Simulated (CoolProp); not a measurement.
Vapour-liquid equilibrium of isobutane (1) + n-butane (2) at 279.2 K; x and y are mole fractions of (1).

The numbers come from the multi-fluid Helmholtz-energy mixture model, Bücker 2006 and Bücker 2006; pair parameters Kunz 2012 in CoolProp.

```tsv
x	bubble pressure (MPa)	y at the bubble point	dew pressure at overall composition x (MPa)	liquid density (mol/L)
0.05	[?]	0.072	0.1313	10.21
0.2	0.1420	0.269	0.1385	10.15
0.35	0.1516	0.441	0.1464	10.10
0.5	0.1612	0.593	[?]	10.04
0.65	[?]	0.730	[?]	9.989
0.8	[?]	[?]	0.1762	9.936
0.95	[?]	0.965	[?]	9.885
```

Q: What belongs in the gaps?

A: 
- 0.05, bubble pressure (MPa): 0.1323
- 0.5, dew pressure at overall composition x (MPa): 0.1552
- 0.65, bubble pressure (MPa): 0.1708
- 0.65, dew pressure at overall composition x (MPa): 0.1650
- 0.8, bubble pressure (MPa): 0.1805
- 0.8, y at the bubble point: 0.853
- 0.95, bubble pressure (MPa): 0.1902
- 0.95, dew pressure at overall composition x (MPa): 0.1888

No azeotrope shows between x = 0.05 and 0.95.

The pair parameters rest on a limited set of measurements; away from them the model extrapolates.
